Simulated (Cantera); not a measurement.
Cantera run, input and output.

```python
import numpy as np
import cantera as ct

gas = ct.Solution("gri30.yaml")
gas.TPX = 1275, 4400, {'N2O': 1, 'H2O': 0.024, 'N2': 0.0026}
reactor = ct.IdealGasConstPressureReactor(gas, energy="off", clone=False)
net = ct.ReactorNet([reactor])
net.rtol, net.atol = 1e-08, 1e-18
show = ['N2O', 'H2O', 'NO', 'NO2', 'O', 'HO2', 'OH']
times = np.geomspace(2e-06, 200, 15)

steps = ct.SolutionArray(gas, extra=["t"])
rows = []
print(f"{'t/s':>10s}{'T/K':>9s}{'P/Pa':>11s}" + "".join(f"{s:>11s}" for s in show))
for t in times:
    while net.time < t:
        t_next = net.step()
        steps.append(gas.state, t=t_next)
    rows.append([np.interp(t, steps.t, y) for y in (steps.T, steps.P, *steps(*show).X.T)])
    print(f"{t:10.3e}{rows[-1][0]:9.1f}{rows[-1][1]:11.4g}" + "".join(f"{x:11.3e}" for x in rows[-1][2:]))
rate = np.gradient(steps.T, steps.t)
print("integrator steps:", len(steps.t))
if steps.T.max() > steps.T[0] + 200:
    print(f"time of steepest temperature rise: {steps.t[rate.argmax()]:.4e} s")
gas.TPX = 1275, 4400, {'N2O': 1, 'H2O': 0.024, 'N2': 0.0026}
gas.equilibrate("TP")
print(f"equilibrium (TP): T = {gas.T:.1f} K  " + "  ".join(f"{s} {gas[s].X[0]:.3e}" for s in show))
```

Output:

```
       t/s      T/K       P/Pa        N2O        H2O         NO        NO2          O        HO2         OH
 2.000e-06   1275.0       4400  9.741e-01  2.338e-02  2.834e-10  1.396e-20  1.112e-07  8.146e-15  6.058e-11
 7.455e-06   1275.0       4400  9.741e-01  2.338e-02  3.863e-09  2.573e-18  4.038e-07  4.140e-13  8.256e-10
 2.779e-05   1275.0       4400  9.741e-01  2.338e-02  5.027e-08  4.357e-16  1.371e-06  2.025e-11  1.073e-08
 1.036e-04   1275.0       4400  9.741e-01  2.338e-02  5.621e-07  6.325e-14  3.702e-06  8.816e-10  1.193e-07
 3.861e-04   1275.0       4400  9.740e-01  2.338e-02  4.234e-06  1.279e-11  5.768e-06  2.750e-08  8.773e-07
 1.439e-03   1275.0       4400  9.739e-01  2.337e-02  1.991e-05  3.664e-09  5.912e-06  4.945e-07  3.735e-06
 5.365e-03   1275.0       4400  9.732e-01  2.336e-02  7.776e-05  5.532e-07  5.881e-06  4.333e-06  1.038e-05
 2.000e-02   1275.0       4400  9.707e-01  2.334e-02  2.764e-04  1.786e-05  5.848e-06  6.827e-06  1.804e-05
 7.455e-02   1275.0       4400  9.616e-01  2.327e-02  9.573e-04  1.274e-04  5.749e-06  4.298e-06  2.371e-05
 2.779e-01   1275.0       4400  9.287e-01  2.301e-02  3.458e-03  3.876e-04  5.488e-06  2.292e-06  2.893e-05
 1.036e+00   1275.0       4400  8.194e-01  2.215e-02  1.216e-02  5.337e-04  5.274e-06  8.610e-07  3.323e-05
 3.861e+00   1275.0       4400  5.342e-01  1.991e-02  3.493e-02  3.951e-04  5.122e-06  2.168e-07  3.379e-05
 1.439e+01   1275.0       4400  1.407e-01  1.681e-02  6.574e-02  1.344e-04  4.729e-06  3.212e-08  3.064e-05
 5.365e+01   1275.0       4400  3.763e-03  1.574e-02  7.481e-02  8.247e-05  1.324e-06  5.590e-09  1.576e-05
 2.000e+02   1275.0       4400  1.724e-06  1.572e-02  7.463e-02  2.203e-04  2.893e-07  6.799e-09  7.366e-06
integrator steps: 1746
equilibrium (TP): T = 1275.0 K  N2O 4.939e-09  H2O 1.572e-02  NO 3.842e-04  NO2 1.207e-06  O 3.066e-07  HO2 7.449e-09  OH 7.581e-06
```

Detailed kinetics in Cantera: GRI-Mech 3.0 (53 species, 325 reactions). GRI-Mech 3.0 was tuned for natural gas; its chemistry of N2O as a main component is partial and can be far from experiment. Radical loss at walls, strong at low pressure, is not modelled. The mechanism lacks the step 2 NO + O2 → 2 NO2, which can matter for NO2 below about 1400 K. The temperature is held fixed by assumption; the heat of reaction is taken as removed at once.
